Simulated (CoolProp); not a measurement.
Values from CoolProp's reference Helmholtz-energy equation of state, Zhou 2012.

**Question.** For o-xylene, give the phase and the density (kg/m³), cp (kJ/(kg K)), cv (kJ/(kg K)), speed of sound (m/s) at 197.35 °C and 0.211 MPa; 256.45 °C and 8.77 MPa.

**Answer.** 
- 197.35 °C and 0.211 MPa: gas; density 6.11, cp 1.93, cv 1.82, speed of sound 185
- 256.45 °C and 8.77 MPa: liquid; density 672, cp 2.55, cv 2.09, speed of sound 622
